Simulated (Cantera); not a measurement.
Feed: 1 mol B2O3, 3.4 mol H2, 1.2 mol N2, 3.3 mol O2, held at 10000 Pa.

Cantera equilibrium calculation (NASA polynomials, part measured and part estimated; ideal gas, pure solids and liquids). Candidate condensed phases: B, BN, B2O3, B3O3H3, H2O; 39 gas species. Gases not in the tables: H3BO3. Kinetics and transport are ignored.

Question: Which condensed phases are stable at each of these points (T (K)): 1575, 1600, 1625, 1650, 1675, 1700, 1725, 1750, 1775, 1800?

Answer: 
```json
[
 {"T (K)": "1575", "condensed phases": "B2O3(l)", "B condensed (%)": "66.7"},
 {"T (K)": "1600", "condensed phases": "B2O3(l)", "B condensed (%)": "59.6"},
 {"T (K)": "1625", "condensed phases": "B2O3(l)", "B condensed (%)": "51.2"},
 {"T (K)": "1650", "condensed phases": "B2O3(l)", "B condensed (%)": "41.4"},
 {"T (K)": "1675", "condensed phases": "B2O3(l)", "B condensed (%)": "29.9"},
 {"T (K)": "1700", "condensed phases": "B2O3(l)", "B condensed (%)": "16.5"},
 {"T (K)": "1725", "condensed phases": "B2O3(l)", "B condensed (%)": "0.8"},
 {"T (K)": "1750", "condensed phases": "gas only", "B condensed (%)": "0.0"},
 {"T (K)": "1775", "condensed phases": "gas only", "B condensed (%)": "0.0"},
 {"T (K)": "1800", "condensed phases": "gas only", "B condensed (%)": "0.0"}
]
```

From 1575 K to 1725 K the condensed part is B2O3(l). From 1750 K to 1800 K nothing is condensed.
